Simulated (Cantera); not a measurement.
A closed system holds: 1 mol Cr, 0.19 mol H₂O, 7.6 mol N₂, held at 0.750 Torr.

These are equilibrium values from Cantera (NASA tables, ideal gas, pure condensed phases), not measurements of a reactor. Candidate condensed phases: Cr, CrN, Cr₂N, Cr₂O₃, H₂O; 29 gas species. Mutual solubility and eutectic melting of coexisting phases are not modelled. Equilibrium is a limit: real reactors are often held back by kinetics, nucleation or transport.

Q: At 1525 K, list the 5 most abundant gas species with their mole fractions, and the condensed phases.

A: N₂ 0.975, H₂ 0.0243, Cr 0.000933, H 0.000117, H₂O 3.54e-5. Condensed: Cr(s) + Cr₂O₃(s).
